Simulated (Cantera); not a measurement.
## Fluorocarbon and chlorocarbon gases: CHF₃ + CH₄

Feed: 1 mol CHF₃, 0.15 mol CH₄, equilibrated at 0.133 bar.

Equilibrium computed with Cantera from the NASA thermochemical tables; the gas is ideal and each condensed phase is pure. Candidate condensed phases: C, C₆H₆, C₇H₈, C₈H₁₈; 95 gas species. Gases not in the tables: C₂F₆ and larger saturated fluorocarbons. The numbers say what is thermodynamically allowed, not how fast it happens.

From 1800 °C to 3000 °C the condensed part is C(graphite). At 3100 °C nothing is condensed. The main C-bearing gas is CF₄ at 1800 °C and C₃ at 3100 °C. The share of C in condensed phases is highest at 2700 °C (70.0 %) and lowest at 3100 °C (0.0 %).

```csv
T (°C),log p HF,log p F,log p CF₂,log p CF₄,log p CF,log p C₃,log p H,n C(graphite)
1800,-0.97,-3.07,-2.53,-1.66,-5.25,-9.80,-6.32,0.780
1900,-0.98,-2.72,-2.24,-1.71,-4.71,-8.86,-6.00,0.762
2000,-0.99,-2.40,-1.99,-1.80,-4.22,-8.00,-5.70,0.733
2100,-1.01,-2.13,-1.80,-1.95,-3.80,-7.21,-5.42,0.697
2200,-1.03,-1.91,-1.69,-2.20,-3.44,-6.49,-5.13,0.667
2300,-1.05,-1.74,-1.64,-2.56,-3.13,-5.82,-4.84,0.663
2400,-1.07,-1.61,-1.67,-3.01,-2.89,-5.21,-4.54,0.689
2500,-1.09,-1.52,-1.73,-3.52,-2.68,-4.65,-4.23,0.733
2600,-1.10,-1.45,-1.83,-4.07,-2.50,-4.12,-3.92,0.776
2700,-1.12,-1.39,-1.95,-4.64,-2.36,-3.63,-3.63,0.805
2800,-1.13,-1.36,-2.09,-5.23,-2.23,-3.18,-3.33,0.800
2900,-1.15,-1.34,-2.25,-5.83,-2.13,-2.75,-3.05,0.723
3000,-1.17,-1.34,-2.43,-6.46,-2.05,-2.35,-2.78,0.488
3100,-1.21,-1.35,-2.64,-7.12,-2.01,-2.03,-2.53,0
```
log p: log10 of the partial pressure in bar; n: condensed amount in mol.
